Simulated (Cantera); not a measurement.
**Ammonia decomposition in nitride growth gas**

A perfectly stirred reactor is fed with NH₃ : N₂ = 1 : 1.1 (molar parts), at 13300 Pa; it is held at 1725 K, and followed from long to short residence time.

Cantera simulation using the gas-phase N/H chemistry of the illustrative SiF4/NH3 mechanism in the Surface Chemkin manual (1991); the numbers are that mechanism's predictions, not measurements. Walls and surfaces, which speed up NH3 decomposition in real reactors, are not modelled.

```json
[
 {"τ (s)": "0.69", "x NH₃": "0.409", "x N": "5.04e-8", "x N₂H₂": "8.88e-7", "x NH": "1.53e-6", "x N₂": "0.523", "x H": "1.25e-5"},
 {"τ (s)": "0.33", "x NH₃": "0.442", "x N": "3.34e-8", "x N₂H₂": "9.89e-7", "x NH": "1.40e-6", "x N₂": "0.523", "x H": "6.52e-6"},
 {"τ (s)": "0.16", "x NH₃": "0.459", "x N": "1.88e-8", "x N₂H₂": "1.03e-6", "x NH": "1.23e-6", "x N₂": "0.523", "x H": "3.34e-6"},
 {"τ (s)": "0.076", "x NH₃": "0.468", "x N": "9.14e-9", "x N₂H₂": "1.03e-6", "x NH": "1.06e-6", "x N₂": "0.524", "x H": "1.63e-6"},
 {"τ (s)": "0.037", "x NH₃": "0.472", "x N": "4.28e-9", "x N₂H₂": "9.74e-7", "x NH": "9.27e-7", "x N₂": "0.524", "x H": "8.00e-7"},
 {"τ (s)": "0.018", "x NH₃": "0.474", "x N": "1.93e-9", "x N₂H₂": "8.54e-7", "x NH": "7.95e-7", "x N₂": "0.524", "x H": "3.82e-7"},
 {"τ (s)": "0.0085", "x NH₃": "0.475", "x N": "7.86e-10", "x N₂H₂": "6.28e-7", "x NH": "6.22e-7", "x N₂": "0.524", "x H": "1.70e-7"}
]
```
x: mole fraction; the columns are a selection and need not sum to one.
